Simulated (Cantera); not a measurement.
# Stirred combustor or abatement burner

A perfectly stirred reactor is fed with 7.40 % CH4, 19.5 % O2, 73.2 % N2, equivalence ratio 0.76, at 13.0 bar; it is adiabatic with a 750 K inlet, and is followed from long to short residence time, starting on the burning branch (τ in s: 0.026, 0.009, 0.0031, 0.001, 0.00035, 0.00012, 4.1e-05, 1.4e-05, 4.8e-06).

Detailed kinetics in Cantera: GRI-Mech 3.0 (53 species, 325 reactions). The pressure lies above the range GRI-Mech 3.0 was tuned for (to about 10 atm).

```json
[
 {"τ (s)": "0.026", "T (K)": "2272", "x CH4": "1.26e-6", "x O2": "0.0450", "x CH3": "5.36e-7", "x C2H2": "3.79e-11", "x NO2": "5.33e-6", "x OH": "0.00289", "x C2H4": "2.67e-11"},
 {"τ (s)": "0.0090", "T (K)": "2274", "x CH4": "3.51e-6", "x O2": "0.0457", "x CH3": "1.50e-6", "x C2H2": "2.86e-10", "x NO2": "2.79e-6", "x OH": "0.00297", "x C2H4": "2.06e-10"},
 {"τ (s)": "0.0031", "T (K)": "2273", "x CH4": "9.66e-6", "x O2": "0.0462", "x CH3": "4.14e-6", "x C2H2": "2.03e-9", "x NO2": "1.33e-6", "x OH": "0.00308", "x C2H4": "1.52e-9"},
 {"τ (s)": "0.0010", "T (K)": "2266", "x CH4": "2.67e-5", "x O2": "0.0467", "x CH3": "1.14e-5", "x C2H2": "1.32e-8", "x NO2": "6.72e-7", "x OH": "0.00335", "x C2H4": "1.07e-8"},
 {"τ (s)": "0.00035", "T (K)": "2251", "x CH4": "6.35e-5", "x O2": "0.0475", "x CH3": "2.63e-5", "x C2H2": "5.43e-8", "x NO2": "4.47e-7", "x OH": "0.00384", "x C2H4": "5.13e-8"},
 {"τ (s)": "0.00012", "T (K)": "2219", "x CH4": "0.000145", "x O2": "0.0491", "x CH3": "5.67e-5", "x C2H2": "1.74e-7", "x NO2": "3.32e-7", "x OH": "0.00455", "x C2H4": "2.01e-7"},
 {"τ (s)": "4.1e-5", "T (K)": "2162", "x CH4": "0.000346", "x O2": "0.0524", "x CH3": "0.000121", "x C2H2": "5.25e-7", "x NO2": "2.24e-7", "x OH": "0.00517", "x C2H4": "7.66e-7"},
 {"τ (s)": "1.4e-5", "T (K)": "2048", "x CH4": "0.00112", "x O2": "0.0607", "x CH3": "0.000320", "x C2H2": "2.65e-6", "x NO2": "1.06e-7", "x OH": "0.00454", "x C2H4": "5.15e-6"},
 {"τ (s)": "4.8e-6", "T (K)": "750", "x CH4": "0.0740", "x O2": "0.195", "x CH3": "<1e-12", "x C2H2": "<1e-12", "x NO2": "<1e-12", "x OH": "<1e-12", "x C2H4": "<1e-12"}
]
```
x: mole fraction; the columns are a selection and need not sum to one.
